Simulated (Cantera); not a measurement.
A Cantera script and what it prints.

```python
import numpy as np
import cantera as ct

gas_names = [...]  # 123 gases of nasa_gas.yaml made of C, H, O, Si
cond_names = """
    C(gr) C6H6(L) C7H8(L) C8H18(L),n-octa H2O(s) H2O(L) Si(cr) Si(L) SiC(b) SiO2(Lqz) SiO2(hqz) SiO2(L)
""".split()


# ... load() reads the species with a 1 bar reference pressure and builds the phases ...
atoms = {
    'Si': {'Si': 1},
    'CO2': {'C': 1, 'O': 2},
    'H2': {'H': 2},
}
top_T = {'C(gr)': 4500, 'SiC(b)': 3050}  # K; cautious upper limits of use, not melting points


# ... equilibrate(T, P, feed) seeds the gas with the atoms and calls Mixture.equilibrate('TP', solver="vcs", rtol=1e-11, max_steps=5000) ...
results = []
T = 1175  # K
P = 22000  # Pa
for m in [0.55, 1.1, 1.7, 2.3, 2.9, 3.5, 4.1, 4.7]:
    feed = {'Si': 1, 'CO2': m, 'H2': 150}  # mol
    mix = equilibrate(T, P, feed)
    results.append((T, P, feed, dict(zip(mix.species_names, mix.species_moles))))
    x = sorted(zip(gas.X, gas.species_names), reverse=True)
    print(f"T = {T:g} K  P = {P:g} Pa  n(CO2) = {m:g} mol  gas = {mix.phase_moles(0):.4g} mol")
    print("   x: " + "  ".join(f"{s} {v:.3e}" for v, s in x if v > 1e-06))
    print("   condensed (mol): " + ("  ".join(f"{mix.phase(i).name} {mix.phase_moles(i):.4g}"
          for i in range(1, mix.n_phases) if mix.phase_moles(i) > 1e-12) or "none"))
```

Result:

```
T = 1175 K  P = 22000 Pa  n(CO2) = 0.55 mol  gas = 149.9 mol
   x: H2 9.993e-01  CH4 6.550e-04  CO 7.980e-06
   condensed (mol): SiC(b) 0.4506  SiO2(hqz) 0.5494
T = 1175 K  P = 22000 Pa  n(CO2) = 1.1 mol  gas = 149.6 mol
   x: H2 9.945e-01  CH4 4.167e-03  CO 1.327e-03  H2O 1.006e-05
   condensed (mol): C(gr) 0.2782  SiO2(hqz) 1
T = 1175 K  P = 22000 Pa  n(CO2) = 1.7 mol  gas = 151.1 mol
   x: H2 9.886e-01  CO 9.132e-03  CH4 2.120e-03  H2O 1.337e-04
   condensed (mol): SiO2(hqz) 1
T = 1175 K  P = 22000 Pa  n(CO2) = 2.3 mol  gas = 152.2 mol
   x: H2 9.827e-01  CO 1.487e-02  H2O 2.156e-03  CH4 2.104e-04  CO2 2.549e-05
   condensed (mol): SiO2(hqz) 1
T = 1175 K  P = 22000 Pa  n(CO2) = 2.9 mol  gas = 152.9 mol
   x: H2 9.751e-01  CO 1.879e-02  H2O 5.894e-03  CH4 9.497e-05  CO2 8.871e-05
   condensed (mol): SiO2(hqz) 1
T = 1175 K  P = 22000 Pa  n(CO2) = 3.5 mol  gas = 153.5 mol
   x: H2 9.675e-01  CO 2.256e-02  H2O 9.665e-03  CO2 1.761e-04  CH4 6.793e-05
   condensed (mol): SiO2(hqz) 1
T = 1175 K  P = 22000 Pa  n(CO2) = 4.1 mol  gas = 154.1 mol
   x: H2 9.600e-01  CO 2.627e-02  H2O 1.340e-02  CO2 2.864e-04  CH4 5.573e-05
   condensed (mol): SiO2(hqz) 1
T = 1175 K  P = 22000 Pa  n(CO2) = 4.7 mol  gas = 154.7 mol
   x: H2 9.525e-01  CO 2.992e-02  H2O 1.708e-02  CO2 4.192e-04  CH4 4.863e-05
   condensed (mol): SiO2(hqz) 1
```

Method: chemical equilibrium by Gibbs-energy minimisation in Cantera with the NASA 1993 tables (ideal gas, pure condensed phases). Mutual solubility and eutectic melting of coexisting phases are not modelled. The tables hold silica as quartz up to 1696 K and as liquid above; real silica turns to tridymite and cristobalite and melts near 1996 K.
